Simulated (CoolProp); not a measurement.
The fluid at 396.72 K and 0.2 MPa flows at 0.054 m/s in a round tube of 10 mm bore and 0.25 µm roughness, fully developed (64/Re and Nu = 3.66 if laminar; Colebrook and Gnielinski if turbulent). The same conditions are run with several fluids, on thermodynamics alone (safety and materials aside).

Model: reference Helmholtz-energy equation of state of each fluid (R134a: Tillner-Roth 1994; R11: Jacobsen 1992; methane: Setzmann 1991; R123: Younglove 1994; c-C4F8 (RC318): Platzer 1990), in CoolProp. The equations of Platzer and Polt are older, rougher fits.

```
fluid           Reynolds number  Darcy friction factor  pressure drop (Pa/m)  heat-transfer coefficient (W/(m² K))  mass flow (kg/h)
--------------  ---------------  ---------------------  --------------------  ------------------------------------  ----------------
R134a                       217                  0.295                 0.270                                  7.80            0.0958
R11                         338                  0.189                 0.236                                  4.60             0.131
methane                    37.1                   1.72                 0.245                                  18.1            0.0149
R123                        366                  0.175                 0.244                                  5.48             0.146
c-C4F8 (RC318)              436                  0.147                 0.265                                  6.93             0.189
```

Transport values come from each fluid's own correlations; those of R134a, R11, c-C4F8 (RC318) are estimates that may be off by 10 % or more.
